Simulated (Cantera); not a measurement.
## Gas-phase reforming

An isothermal, constant-pressure homogeneous reactor starts with CH4 : H2O = 1 : 1.9 (molar parts), at 1723 K and 100000 Pa.

Cantera simulation using GRI-Mech 3.0 (53 species, 325 reactions); the numbers are that mechanism's predictions, not measurements.

```tsv
t (s)	x CH4	x H2O	x H	x CO2	x HO2	x OH	x C2H4
0.000400	0.315	0.646	1.51e-5	7.84e-7	1.12e-12	1.27e-5	0.00707
0.00142	0.245	0.611	3.81e-5	2.52e-5	1.02e-12	1.09e-5	0.00997
0.00503	0.150	0.555	6.75e-5	0.000288	<1e-12	9.09e-6	0.00316
0.0178	0.0693	0.495	9.84e-5	0.00241	<1e-12	8.08e-6	0.00169
0.0632	0.0343	0.418	0.000122	0.0101	<1e-12	6.71e-6	0.00147
0.224	0.0234	0.314	0.000133	0.0169	<1e-12	4.53e-6	0.00100
0.795	0.0125	0.220	0.000140	0.0168	<1e-12	2.92e-6	0.000359
2.82	0.00342	0.176	0.000144	0.0150	<1e-12	2.25e-6	2.90e-5
10.0	0.000135	0.169	0.000145	0.0146	<1e-12	2.15e-6	4.16e-8
```
x: mole fraction; the columns are a selection and need not sum to one.

Equilibrium at this temperature and pressure: CH4 1.16e-7, H2O 0.169, H 0.000145, CO2 0.0146, HO2 <1e-12, OH 2.15e-6, C2H4 <1e-12 (gas phase only).
